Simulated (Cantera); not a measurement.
An isothermal, constant-pressure homogeneous reactor starts with CO : O2 : H2O : N2 : H2 = 0.012 : 0.073 : 0.059 : 1 : 0.049 (molar parts), equivalence ratio 0.42, at 1225 K and 0.150 bar.

Cantera simulation using GRI-Mech 3.0 (53 species, 325 reactions); the numbers are that mechanism's predictions, not measurements. The temperature is held fixed by assumption; the heat of reaction is taken as removed at once.

One state of this run: x CO = 4.36e-9; x O2 = 0.0366; x H2O = 0.0929; x H2O2 = 2.06e-10; x OH = 4.19e-6; x O = 2.09e-8. x: mole fraction; the columns are a selection and need not sum to one.

Q: Which value of t (s) does it belong to?
A. 0.00139
B. 30.0
C. 0.00734
D. 5.69

A: B, 30.0
